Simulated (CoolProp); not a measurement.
Vapour-liquid equilibrium of cyclohexane (1) + n-heptane (2) at 95.6 kPa; x and y are mole fractions of (1).

Computed with CoolProp (multi-fluid Helmholtz-energy mixture model, Zhou 2014 and Span 2003; pair parameters Bell 2016).

```csv
x,bubble temperature (K),y at the bubble point,dew temperature at overall composition x (K),liquid density (mol/L)
0.05,368.4,0.081,368.9,6.243
0.15,366.2,0.228,367.4,6.438
0.25,364.1,0.359,365.8,6.643
0.35,362.1,0.475,364.2,6.858
0.45,360.3,0.579,362.5,7.083
0.55,358.5,0.671,360.8,7.321
0.65,356.9,0.755,358.9,7.571
0.75,355.4,0.832,357.0,7.836
0.85,354.0,0.903,355.0,8.117
0.95,352.6,0.968,353.0,8.416
```

No azeotrope shows between x = 0.05 and 0.95.

Pair parameters are fitted to limited data, so mixtures are less certain than the pure fluids.
